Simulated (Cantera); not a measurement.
**Equilibrium for silicon epitaxy and polysilicon growth: Si₂Cl₆ + HCl + N₂**

Input: 1 mol Si₂Cl₆, 0.39 mol HCl, 170 mol N₂, at 1275 K.

Cantera equilibrium calculation (NASA polynomials, part measured and part estimated; ideal gas, pure solids and liquids). Candidate condensed phases: NH₄Cl, Si, Si₃N₄; 28 gas species. The feed counts by its element totals alone. N₂ is the only nitrogen source here; it is nearly inert below about 1500 K, so the nitride shown seldom forms there in practice. The tables' values for SiCl₃ are old estimates; treat these amounts as uncertain. Kinetics and transport are ignored.

```
P (Pa)   x N₂  x SiCl₄   x SiCl₂    x HCl  n Si₃N₄(s)
------  -----  -------  --------  -------  ----------
100     0.986  0.00485   0.00485  0.00225           0
300     0.987  0.00606   0.00286  0.00225      0.0611
880     0.988  0.00721   0.00127  0.00225       0.113
2600    0.989  0.00787  0.000538  0.00225       0.139
7700    0.989  0.00824  0.000223  0.00224       0.152
23000   0.989  0.00845   9.07e-5  0.00224       0.159
68000   0.989  0.00857   3.70e-5  0.00223       0.162
200000  0.989  0.00864   1.51e-5  0.00223       0.163
```
x: gas mole fraction; n: condensed amount in mol.

At 1.00 mbar nothing is condensed. From 3.00 mbar to 2.00 bar the condensed part is Si₃N₄(s). The main Si-bearing gas is SiCl₂ at 1.00 mbar and SiCl₄ at 2.00 bar. The share of Si in condensed phases is highest at 2.00 bar (24.5 %) and lowest at 1.00 mbar (0.0 %).
